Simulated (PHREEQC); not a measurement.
# Acid mine or pickling water: speciation

A made-up water analysis in mg/kgw, 70 °C, pH 2.17: Na 2010; K 70.5; Ca 52.2; Mg 217; Cl 725; S(6) as SO4 4850; Mn(2) 69.8.

Valence states are taken as typed.

Equilibrium calculation in PHREEQC: Pitzer model, pitzer.dat.

No solid was allowed to form.

Q: Estimate the ionic strength, charge-balance error, density.

A: ionic strength 0.150 mol/kgw; charge-balance error 10.1 %; density 0.984 g/cm³.

Q: In which forms is S present?

A: SO4-2 56 %, HSO4- 44 % of the S.

Constants without temperature data keep their 25 °C values here.
